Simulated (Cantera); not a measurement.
A perfectly stirred reactor is fed with CH₄ : CO : O₂ : N₂ : CO₂ = 1 : 0.09 : 4.99 : 18.8 : 0.59 (molar parts), at 4.60 bar; it is adiabatic with a 350 K inlet, and is followed from long to short residence time, starting on the burning branch (τ in s: 0.099, 0.052, 0.027, 0.014, 0.0073, 0.0038, 0.002, 0.001, 0.00053, 0.00028, 0.00014, 7.5e-05).

Detailed kinetics in Cantera: GRI-Mech 3.0 (53 species, 325 reactions).

**Question.** Predict: blow-out, bracketed by the residence times tried; x(CH₄) at τ = 99.0 ms; x(CO) at τ = 99.0 ms; x(O₂) at τ = 99.0 ms; x(NO) at τ = 99.0 ms; x(NO₂) at τ = 99.0 ms; x(CH₄) at τ = 2.00 ms; x(CO) at τ = 2.00 ms; x(O₂) at τ = 2.00 ms.

**Answer.** 
```
Item                                                                           Value
------------------------------------------------  ----------------------------------
blow-out, bracketed by the residence times tried  burning at 52.0 ms, out at 27.0 ms
x(CH₄) at τ = 99.0 ms                                                       0.000307
x(CO) at τ = 99.0 ms                                                         0.00257
x(O₂) at τ = 99.0 ms                                                           0.118
x(NO) at τ = 99.0 ms                                                         4.40e-8
x(NO₂) at τ = 99.0 ms                                                        4.95e-8
x(CH₄) at τ = 2.00 ms                                                         0.0393
x(CO) at τ = 2.00 ms                                                         0.00353
x(O₂) at τ = 2.00 ms                                                           0.196
```
